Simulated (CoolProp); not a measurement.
Values from CoolProp's reference Helmholtz-energy equation of state, Lemmon 2009.

Question: For propane, give the phase and the speed of sound (m/s), Joule-Thomson coefficient (K/MPa), Prandtl number at 135.75 °C and 134 kPa; 135.75 °C and 483 kPa; 135.75 °C and 42500 kPa.

Answer: 
- 135.75 °C and 134 kPa: gas; speed of sound 289, Joule-Thomson coefficient 6.76, Prandtl number 0.743
- 135.75 °C and 483 kPa: gas; speed of sound 284, Joule-Thomson coefficient 6.90, Prandtl number 0.748
- 135.75 °C and 42500 kPa: supercritical; speed of sound 819, Joule-Thomson coefficient -0.199, Prandtl number 2.44

Viscosity comes from a separate model (Vogel 1998). Thermal conductivity comes from a separate model (Marsh 2002).
